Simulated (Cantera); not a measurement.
An isothermal, constant-pressure homogeneous reactor starts with NO : N2 = 1 : 13 (molar parts), at 1625 K and 180000 Pa. Integrator tolerance rtol = 1e-08.

Computed with Cantera and GRI-Mech 3.0 (53 species, 325 reactions).

Task: What does this change do: temperature 1625 to 1748 K?

Result: 
```json
[
 {"quantity": "x(NO) at 10.0 s", "before": "0.0644 (gas-phase equilibrium 0.000979)", "after": "0.0496 (gas-phase equilibrium 0.00157)"},
 {"quantity": "x(N2O) at 10.0 s", "before": "1.64e-6 (gas-phase equilibrium 8.62e-8)", "after": "1.11e-6 (gas-phase equilibrium 1.35e-7)"},
 {"quantity": "x(NO2) at 10.0 s", "before": "4.46e-5 (gas-phase equilibrium 2.02e-6)", "after": "4.33e-5 (gas-phase equilibrium 2.40e-6)"},
 {"quantity": "x(O2) at 10.0 s", "before": "0.00348 (gas-phase equilibrium 0.0352)", "after": "0.0109 (gas-phase equilibrium 0.0349)"},
 {"quantity": "x(O) at 10.0 s", "before": "9.28e-7 (gas-phase equilibrium 2.74e-6)", "after": "5.89e-6 (gas-phase equilibrium 1.03e-5)"}
]
```

Task: What does this change do: pressure from 180000 Pa to 13300 Pa?

Result: 
```
quantity                                           before                                    after
----------------  ---------------------------------------  ---------------------------------------
x(NO) at 10.0 s   0.0644 (gas-phase equilibrium 0.000979)  0.0708 (gas-phase equilibrium 0.000979)
x(N2O) at 10.0 s  1.64e-6 (gas-phase equilibrium 8.62e-8)  1.80e-6 (gas-phase equilibrium 2.35e-8)
x(NO2) at 10.0 s  4.46e-5 (gas-phase equilibrium 2.02e-6)  6.00e-6 (gas-phase equilibrium 5.50e-7)
x(O2) at 10.0 s    0.00348 (gas-phase equilibrium 0.0352)  0.000292 (gas-phase equilibrium 0.0352)
x(O) at 10.0 s    9.28e-7 (gas-phase equilibrium 2.74e-6)  1.64e-6 (gas-phase equilibrium 1.01e-5)
```
